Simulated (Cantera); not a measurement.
Charge: 1 mol SiC, 4.8 mol CO2, 10 mol H2, held at 775 °C and 17.0 Pa.

Equilibrium computed with Cantera from the NASA thermochemical tables; the gas is ideal and each condensed phase is pure. Candidate condensed phases: C, C6H6, C7H8, C8H18, H2O, Si, SiC, SiO2; 123 gas species. Kinetics and transport are ignored.

Base state: H2 0.565, CO 0.321, H2O 0.0680, CO2 0.0459 (mole fractions); condensed: SiO2(β-quartz).

Problem. What changes in the equilibrium state with this change: SiC replaced by Si3N4?

Solution. 
```csv
species,before,after
H2,0.565,0.641
CO,0.321,0.231
N2,0,0.128
CO2,0.0459,2.00e-6
H2O,0.0680,4.69e-6
"SiO2(β-quartz), mol",1.00,3.00
"C(graphite), mol",0,1.20
```
Further candidate phases: Si2N2O, Si3N4.

Problem. What changes in the equilibrium state with this change: 0.25 mol NH3 added?

Solution. 
```json
[
 {"species": "H2", "before": "0.565", "after": "0.570"},
 {"species": "CO", "before": "0.321", "after": "0.312"},
 {"species": "H2O", "before": "0.0680", "after": "0.0669"},
 {"species": "N2", "before": "0", "after": "0.00767"},
 {"species": "CO2", "before": "0.0459", "after": "0.0435"},
 {"species": "SiO2(β-quartz), mol", "before": "1.00", "after": "1.00"}
]
```
Further candidate phases: Si2N2O, Si3N4.
